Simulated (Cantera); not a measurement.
# Sublimation and decomposition of ceramics: TiC + C + N2

A closed system holds: 1 mol TiC, a varied amount of C, 6.2 mol N2, at 6.00 Torr.

Equilibrium computed with Cantera from the NASA thermochemical tables; the gas is ideal and each condensed phase is pure. Candidate condensed phases: C, Ti, TiC, TiN; 13 gas species. TiC: taken at fixed stoichiometry. Rates play no part.

Stable condensed phases:

```
T in K \ n(C) in mol
         0.0055  0.008  0.012  0.017  0.025  0.036  0.052  0.075   0.11   0.16   0.23   0.33   0.48
   2625       A      A      A      A      B      B      B      B      B      B      B      B      B
   2550       A      A      A      B      B      B      B      B      B      B      B      B      B
   2475       A      B      B      B      B      B      B      B      B      B      B      B      B
   2400       B      B      B      B      B      B      B      B      B      B      B      B      B
   2325       B      B      B      B      B      B      B      B      B      B      B      B      B
   2250       B      B      B      B      B      B      B      B      B      B      B      B      B
   2175       B      B      B      B      B      B      B      B      B      B      B      B      B
   2100       B      B      B      B      B      B      B      B      B      B      B      B      B
   2025       B      B      B      B      B      B      B      B      B      B      B      B      B
   1950       B      B      B      B      B      B      B      B      B      B      B      B      B
   1875       B      B      B      B      B      B      B      B      B      B      B      B      B
   1800       B      B      B      B      B      B      B      B      B      B      B      B      B
   1725       B      B      B      B      B      B      B      B      B      B      B      B      B
```

A: TiC; B: C + TiC.
